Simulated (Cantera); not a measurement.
Low-pressure radical oxidation in H2/O2

A perfectly stirred reactor is fed with 19.4 % H2, 80.6 % O2, equivalence ratio 0.12, at 2670 Pa; it is held at 950 K, and followed from long to short residence time.

Detailed kinetics in Cantera: the H2/O2 subset of GRI-Mech 3.0, which has no nitrogen chemistry. Radical loss at walls, strong at low pressure, is not modelled. The temperature is held fixed by assumption; the heat of reaction is taken as removed at once.

```json
[
 {"τ (s)": "13", "x H2": "0.000364", "x O2": "0.786", "x H2O": "0.214", "x O": "8.01e-5", "x H": "5.56e-6", "x OH": "0.000117"},
 {"τ (s)": "3.8", "x H2": "0.000784", "x O2": "0.786", "x H2O": "0.213", "x O": "0.000180", "x H": "1.90e-5", "x OH": "0.000181"},
 {"τ (s)": "1.2", "x H2": "0.00155", "x O2": "0.785", "x H2O": "0.212", "x O": "0.000371", "x H": "6.01e-5", "x OH": "0.000282"},
 {"τ (s)": "0.35", "x H2": "0.00313", "x O2": "0.785", "x H2O": "0.210", "x O": "0.000777", "x H": "0.000205", "x OH": "0.000467"},
 {"τ (s)": "0.10", "x H2": "0.00619", "x O2": "0.784", "x H2O": "0.206", "x O": "0.00159", "x H": "0.000708", "x OH": "0.000801"},
 {"τ (s)": "0.032", "x H2": "0.0113", "x O2": "0.783", "x H2O": "0.199", "x O": "0.00298", "x H": "0.00215", "x OH": "0.00132"},
 {"τ (s)": "0.0096", "x H2": "0.0212", "x O2": "0.780", "x H2O": "0.185", "x O": "0.00559", "x H": "0.00671", "x OH": "0.00219"}
]
```
x: mole fraction; the columns are a selection and need not sum to one.
